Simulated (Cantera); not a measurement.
Mixture: CH3OH : O2 : N2 = 1 : 2.73 : 14.7 (molar parts), equivalence ratio 0.55, at 9750 Torr, adiabatic and at constant volume. Ignition delay is the time to a rise of 400 K.

Model: GRI-Mech 3.0 (53 species, 325 reactions), integrated in Cantera. GRI-Mech 3.0 was tuned for natural gas; its chemistry of methanol as a main component is partial and can be far from experiment. The pressure lies above the range GRI-Mech 3.0 was tuned for (to about 10 atm).

What does this change do: 0.12 parts H2 added?


```
quantity                                                before       after
--------------------------------------------------  ----------  ----------
delay at 1050 K                                        28.1 ms     18.5 ms
delay at 1150 K                                        3.69 ms     3.01 ms
delay at 1250 K                                       0.680 ms    0.612 ms
delay at 1350 K                                       0.167 ms    0.157 ms
delay at 1450 K                                        52.9 µs     50.6 µs
delay at 1550 K                                        20.5 µs     19.8 µs
apparent activation energy between 1350 and 1550 K  180 kJ/mol  180 kJ/mol
```

What does this change do: pressure from 9750 Torr to 630 Torr?


```csv
quantity,before,after
delay at 1050 K,28.1 ms,0.234 s
delay at 1150 K,3.69 ms,32.2 ms
delay at 1250 K,0.680 ms,6.28 ms
delay at 1350 K,0.167 ms,1.64 ms
delay at 1450 K,52.9 µs,0.545 ms
delay at 1550 K,20.5 µs,0.221 ms
apparent activation energy between 1350 and 1550 K,180 kJ/mol,170 kJ/mol
```
